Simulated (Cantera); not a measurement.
Input: 1 mol c-C₄F₈, 0.04 mol HCl, equilibrated at 39.0 mbar.

Method: chemical equilibrium by Gibbs-energy minimisation in Cantera with the NASA 1993 tables (ideal gas, pure condensed phases). Candidate condensed phases: C, C₆H₆, C₇H₈, C₈H₁₈; 118 gas species. The feed counts by its element totals alone. Gases not in the tables: C₂F₆ and larger saturated fluorocarbons. Rates play no part.

**Question.** Which condensed phases are stable at each of these points (T (K)): 1225, 1425, 1625, 1825, 2025, 2225, 2425, 2625, 2825, 3025, 3225, 3425?

**Answer.** 
```tsv
T (K)	condensed phases	C condensed (%)
1225	C(graphite)	50.2
1425	C(graphite)	50.2
1625	C(graphite)	50.2
1825	C(graphite)	50.0
2025	C(graphite)	48.6
2225	C(graphite)	43.6
2425	C(graphite)	33.1
2625	C(graphite)	34.3
2825	C(graphite)	49.0
3025	C(graphite)	54.6
3225	C(graphite)	8.0
3425	gas only	0.0
```

From 1225 K to 3225 K the condensed part is C(graphite). At 3425 K nothing is condensed.
